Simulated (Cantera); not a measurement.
## Adiabatic ignition

An adiabatic, constant-volume homogeneous reactor starts with CH₄ : H₂ : O₂ : N₂ = 1 : 0.2 : 4.88 : 18.4 (molar parts), equivalence ratio 0.43, at 1075 K and 4.93 atm.

Cantera simulation using GRI-Mech 3.0 (53 species, 325 reactions); the numbers are that mechanism's predictions, not measurements.

```
t (s)     T (K)  P (bar)   x CH₄      x H₂   x O₂       x O   x C₂H₂    x H₂O₂
--------  -----  -------  ------  --------  -----  --------  -------  --------
1.00e-6    1075     5.00  0.0408   0.00817  0.199  3.81e-12   <1e-12    <1e-12
2.90e-6    1075     5.00  0.0408   0.00817  0.199  6.02e-12   <1e-12    <1e-12
8.42e-6    1075     5.00  0.0408   0.00817  0.199  7.46e-12   <1e-12  3.09e-12
2.44e-5    1075     5.00  0.0408   0.00817  0.199  1.12e-11   <1e-12  2.65e-11
7.09e-5    1075     5.00  0.0408   0.00817  0.199  2.20e-11   <1e-12  2.32e-10
0.000206   1075     5.00  0.0408   0.00817  0.199  5.25e-11   <1e-12   2.12e-9
0.000597   1075     5.00  0.0408   0.00817  0.199  1.63e-10   <1e-12   2.11e-8
0.00173    1075     5.00  0.0408   0.00817  0.199   2.19e-9   <1e-12   3.79e-7
0.00503    1101     5.12  0.0387   0.00783  0.197   1.70e-7  1.66e-8   6.44e-5
0.0146     2244     10.4  <1e-12  0.000123  0.112  0.000373   <1e-12   3.67e-7
0.0423     2235     10.4  <1e-12  0.000118  0.111  0.000349   <1e-12   3.55e-7
0.123      2225     10.3  <1e-12  0.000112  0.109  0.000327   <1e-12   3.42e-7
0.356      2223     10.3  <1e-12  0.000111  0.109  0.000323   <1e-12   3.40e-7
1.03       2223     10.3  <1e-12  0.000111  0.109  0.000323   <1e-12   3.40e-7
3.00       2223     10.3  <1e-12  0.000111  0.109  0.000323   <1e-12   3.40e-7
```
x: mole fraction; the columns are a selection and need not sum to one.

The time of steepest temperature rise is 6.07 ms and the temperature at 3.00 s comes out as 2223 K. The equilibrium temperature comes out as 2223 K and the x(CH₄) at 3.00 s is <1e-12 (gas-phase equilibrium <1e-12). The x(H₂) at 3.00 s is 0.000111 (gas-phase equilibrium 0.000111). The x(O₂) at 3.00 s is 0.109 (gas-phase equilibrium 0.109).
